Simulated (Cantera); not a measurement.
A freely propagating, adiabatic, planar premixed flame of 10.9 % CH4, 7.73 % CO, 17.1 % O2, 64.3 % N2, equivalence ratio 1.5, unburnt at 500 K and 1.28 atm; mixture-averaged transport, grid criteria slope 0.08 and curve 0.16, no radiation.

Detailed kinetics in Cantera: GRI-Mech 3.0 (53 species, 325 reactions). Burning velocities carry a grid error of a few per cent, more on coarse grids.

Problem. Predict: laminar burning velocity; thermal thickness; peak x(HCO); peak x(CH3); peak x(H2O2).

Solution. 
- laminar burning velocity: 51.4 cm/s
- thermal thickness: 0.415 mm
- peak x(HCO): 2.36e-5
- peak x(CH3): 0.00311
- peak x(H2O2): 1.61e-5
